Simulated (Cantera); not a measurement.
A perfectly stirred reactor is fed with CH4 : N2 = 1 : 7.3 (molar parts), at 1.01 bar; it is held at 1825 K, and followed from long to short residence time.

Computed with Cantera and GRI-Mech 3.0 (53 species, 325 reactions). GRI-Mech 3.0 stops at C3 and has no aromatics, soot or wall deposition, so with more carbon than oxygen in the feed, carbon stays in small species such as C2H2 where larger ones or solid carbon would form.

### Question
Predict: x(CH4) at τ = 7.10 s; x(CH3) at τ = 7.10 s; x(C2H4) at τ = 7.10 s; x(C2H) at τ = 7.10 s; x(HCN) at τ = 7.10 s; x(CH4) at τ = 55.0 ms; x(CH3) at τ = 55.0 ms; x(C2H4) at τ = 55.0 ms; x(C2H) at τ = 55.0 ms; x(HCN) at τ = 55.0 ms.

### Answer
| Property | Value |
|---|---|
| x(CH4) at τ = 7.10 s | 0.00169 |
| x(CH3) at τ = 7.10 s | 3.72e-5 |
| x(C2H4) at τ = 7.10 s | 0.000167 |
| x(C2H) at τ = 7.10 s | 5.62e-7 |
| x(HCN) at τ = 7.10 s | 0.000115 |
| x(CH4) at τ = 55.0 ms | 0.0174 |
| x(CH3) at τ = 55.0 ms | 0.000360 |
| x(C2H4) at τ = 55.0 ms | 0.000263 |
| x(C2H) at τ = 55.0 ms | 4.63e-7 |
| x(HCN) at τ = 55.0 ms | 5.81e-6 |
